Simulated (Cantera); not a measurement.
## Gas-phase reforming

An isothermal, constant-pressure homogeneous reactor starts with 43.5 % CH₄, 56.5 % CO₂, at 1250 K and 760 Torr.

Cantera simulation using GRI-Mech 3.0 (53 species, 325 reactions); the numbers are that mechanism's predictions, not measurements.

```tsv
t (s)	x CH₄	x CO₂	x OH	x C₂H₂	x HO₂	x CO	x O
0.000300	0.435	0.565	<1e-12	<1e-12	<1e-12	9.66e-10	<1e-12
0.000842	0.435	0.565	<1e-12	<1e-12	<1e-12	2.72e-9	<1e-12
0.00236	0.435	0.565	<1e-12	<1e-12	<1e-12	7.80e-9	<1e-12
0.00662	0.435	0.565	<1e-12	1.84e-11	<1e-12	2.33e-8	<1e-12
0.0186	0.435	0.565	<1e-12	3.31e-10	<1e-12	6.95e-8	<1e-12
0.0521	0.435	0.565	<1e-12	4.22e-9	<1e-12	2.08e-7	<1e-12
0.146	0.435	0.565	<1e-12	6.11e-8	<1e-12	6.70e-7	<1e-12
0.410	0.434	0.565	<1e-12	1.20e-6	<1e-12	2.69e-6	<1e-12
1.15	0.433	0.565	2.17e-12	2.64e-5	<1e-12	1.55e-5	<1e-12
3.23	0.431	0.564	7.19e-12	0.000371	<1e-12	0.000117	<1e-12
9.06	0.423	0.560	2.48e-11	0.00253	<1e-12	0.000922	<1e-12
25.4	0.401	0.547	8.64e-11	0.00916	<1e-12	0.00650	<1e-12
71.3	0.351	0.500	3.16e-10	0.0228	<1e-12	0.0351	<1e-12
200	0.249	0.376	1.18e-9	0.0480	<1e-12	0.124	<1e-12
```
x: mole fraction; the columns are a selection and need not sum to one.

Equilibrium at this temperature and pressure: CH₄ 0.000162, CO₂ 0.0302, OH 3.04e-10, C₂H₂ 7.07e-10, HO₂ <1e-12, CO 0.505, O <1e-12 (gas phase only).
